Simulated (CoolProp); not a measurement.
Aqueous calcium chloride as a coolant, at 13 °C, 1 atm.

The numbers come from the Melinder's fits for secondary coolants in CoolProp.

| mass % | freezing point (°C) | Prandtl number | cp (kJ/(kg K)) | viscosity (mPa s) | density (kg/m³) |
|---|---|---|---|---|---|
| 1.7 | ? | 8.73 | 4.079 | 1.25 | 1012 |
| 4.8 | -2.3 | 9.01 | 3.891 | 1.35 | 1039 |
| 7.9 | -4.2 | 9.34 | 3.712 | ? | ? |
| 11 | -6.7 | 9.77 | 3.539 | 1.59 | 1096 |
| 14.1 | -10.0 | 10.4 | 3.373 | 1.76 | 1125 |
| 17.2 | -13.9 | 11.3 | ? | 1.99 | 1155 |
| 20.3 | -18.8 | 12.5 | 3.081 | 2.29 | 1185 |
| 23.4 | -25.0 | 14.1 | 2.961 | 2.68 | 1216 |
| 26.5 | -33.6 | 16.4 | ? | 3.19 | ? |

**Question.** Some entries are withheld; supply them.

**Answer.** 
- 1.7, freezing point (°C): -0.8
- 7.9, viscosity (mPa s): 1.45
- 7.9, density (kg/m³): 1067
- 17.2, cp (kJ/(kg K)): 3.219
- 26.5, cp (kJ/(kg K)): 2.858
- 26.5, density (kg/m³): 1248
